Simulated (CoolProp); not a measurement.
Saturation properties of dodecamethylpentasiloxane (MD3M) (Tc = 628.0 K, pc = 9.540 bar, ω = 0.730).

Values from CoolProp's reference Helmholtz-energy equation of state, Thol 2019.

```json
[
 {"T (K)": "386.2", "p (bar)": "0.02203", "vapour density (kg/m³)": "0.2658", "liquid cp (kJ/(kg K))": "1.906", "surface tension (mN/m)": "12.0"},
 {"T (K)": "392.5", "p (bar)": "0.02936", "vapour density (kg/m³)": "0.3490", "liquid cp (kJ/(kg K))": "___", "surface tension (mN/m)": "___"},
 {"T (K)": "398.7", "p (bar)": "0.03847", "vapour density (kg/m³)": "___", "liquid cp (kJ/(kg K))": "1.933", "surface tension (mN/m)": "11.2"},
 {"T (K)": "404.9", "p (bar)": "0.04986", "vapour density (kg/m³)": "0.5769", "liquid cp (kJ/(kg K))": "1.946", "surface tension (mN/m)": "___"},
 {"T (K)": "411.1", "p (bar)": "___", "vapour density (kg/m³)": "0.7304", "liquid cp (kJ/(kg K))": "1.959", "surface tension (mN/m)": "10.5"},
 {"T (K)": "417.4", "p (bar)": "___", "vapour density (kg/m³)": "___", "liquid cp (kJ/(kg K))": "1.972", "surface tension (mN/m)": "10.1"},
 {"T (K)": "423.6", "p (bar)": "___", "vapour density (kg/m³)": "1.143", "liquid cp (kJ/(kg K))": "1.985", "surface tension (mN/m)": "9.74"},
 {"T (K)": "429.8", "p (bar)": "0.1277", "vapour density (kg/m³)": "1.409", "liquid cp (kJ/(kg K))": "1.998", "surface tension (mN/m)": "9.37"},
 {"T (K)": "436", "p (bar)": "0.1578", "vapour density (kg/m³)": "1.724", "liquid cp (kJ/(kg K))": "2.012", "surface tension (mN/m)": "9.00"},
 {"T (K)": "442.3", "p (bar)": "0.1941", "vapour density (kg/m³)": "2.100", "liquid cp (kJ/(kg K))": "2.025", "surface tension (mN/m)": "8.63"},
 {"T (K)": "448.5", "p (bar)": "0.2362", "vapour density (kg/m³)": "2.533", "liquid cp (kJ/(kg K))": "2.038", "surface tension (mN/m)": "8.27"},
 {"T (K)": "454.7", "p (bar)": "0.2853", "vapour density (kg/m³)": "3.036", "liquid cp (kJ/(kg K))": "2.051", "surface tension (mN/m)": "7.92"}
]
```

Problem. Fill in the missing entries.

Solution. 
- 392.5, liquid cp (kJ/(kg K)): 1.920
- 392.5, surface tension (mN/m): 11.6
- 398.7, vapour density (kg/m³): 0.4511
- 404.9, surface tension (mN/m): 10.9
- 411.1, p (bar): 0.06393
- 417.4, p (bar): 0.08147
- 417.4, vapour density (kg/m³): 0.9194
- 423.6, p (bar): 0.1024

It boils at 503.0 K under 1 atm.

Surface tension comes from a separate correlation (Mulero 2014), older than this fluid's equation and unchecked against measurements.
